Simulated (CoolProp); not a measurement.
n-pentane along the isobar 13600 kPa: fugacity coefficient from the reference equation and from simpler models built on Tc = 469.7 K, pc = 3368 kPa, ω = 0.251; each cubic takes its own stable root.

The numbers come from the reference Helmholtz-energy equation of state, Thol 2019 in CoolProp.

```csv
T (K),phase,reference,van der Waals,Redlich-Kwong,Soave-Redlich-Kwong,Peng-Robinson
359.9,liquid,0.04988,0.1480,0.07221,0.05339,0.04903
363.9,liquid,0.05429,0.1538,0.07748,0.05816,0.05338
367.9,liquid,0.05895,0.1596,0.08296,0.06321,0.05799
372,liquid,0.06398,0.1657,0.08879,0.06867,0.06297
376,liquid,0.06914,0.1718,0.09468,0.07427,0.06808
380.1,liquid,0.07469,0.1780,0.1009,0.08030,0.07358
384.1,liquid,0.08036,0.1842,0.1072,0.08646,0.07921
388.1,liquid,0.08628,0.1905,0.1137,0.09290,0.08508
392.2,liquid,0.09261,0.1969,0.1205,0.09979,0.09137
396.2,liquid,0.09903,0.2033,0.1274,0.1068,0.09776
400.3,liquid,0.1059,0.2099,0.1346,0.1142,0.1046
404.3,liquid,0.1128,0.2164,0.1418,0.1218,0.1115
408.3,liquid,0.1200,0.2229,0.1491,0.1296,0.1186
412.4,liquid,0.1276,0.2297,0.1568,0.1379,0.1262
416.4,liquid,0.1352,0.2363,0.1645,0.1462,0.1338
420.5,liquid,0.1433,0.2431,0.1725,0.1550,0.1418
```
